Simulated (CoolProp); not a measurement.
Saturated liquid density (kg/m³) of nitrous oxide: the reference equation beside estimates from Tc = 309.5 K, pc = 72.45 bar, ω = 0.161. Rackett uses Z = 0.29056 − 0.08775 ω.

The numbers come from the reference Helmholtz-energy equation of state, Lemmon 2006 in CoolProp. It is a short technical equation, of lower accuracy than the large ones.

```tsv
T (K)	reference	Rackett	van der Waals	Redlich-Kwong
233	1075	1062	672.9	964.1
235	1068	1055	668.4	956.1
237	1061	1048	663.9	947.9
238.9	1054	1041	659.5	940.0
240.9	1046	1034	654.8	931.6
242.9	1039	1027	650.1	923.1
244.9	1031	1020	645.3	914.4
246.8	1024	1013	640.6	906.0
248.8	1016	1005	635.6	897.0
250.8	1008	997.4	630.5	887.9
252.7	999.9	989.9	625.6	879.0
254.7	991.6	982.0	620.4	869.5
256.7	983.2	973.9	615.0	859.9
258.7	974.6	965.6	609.5	850.0
260.6	966.3	957.6	604.2	840.4
```

Absolute difference from the reference over all 15 rows, mean and median: Rackett 1.1 and 1.1 %, van der Waals 37.4 and 37.4 %, Redlich-Kwong 11.6 and 11.5 %.
